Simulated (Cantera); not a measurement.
An adiabatic, constant-pressure homogeneous reactor starts with CH4 : CO : O2 : N2 : H2 = 1 : 0.31 : 3.59 : 13.5 : 0.84 (molar parts), at 1298 K and 10.9 atm.

Model: GRI-Mech 3.0 (53 species, 325 reactions), integrated in Cantera.

One state of this run: T (K) = 2631; x CH4 = <1e-12; x CO = 0.00623; x O2 = 0.0484; x H2O = 0.144; x H2 = 0.00216; x CH3 = <1e-12; x C2H6 = <1e-12. x: mole fraction; the columns are a selection and need not sum to one.

### Question
Which value of t (s) does it belong to?
(A) 1.86e-5
(B) 0.00862
(C) 4.00e-6
(D) 8.62e-5

### Answer
B, 0.00862
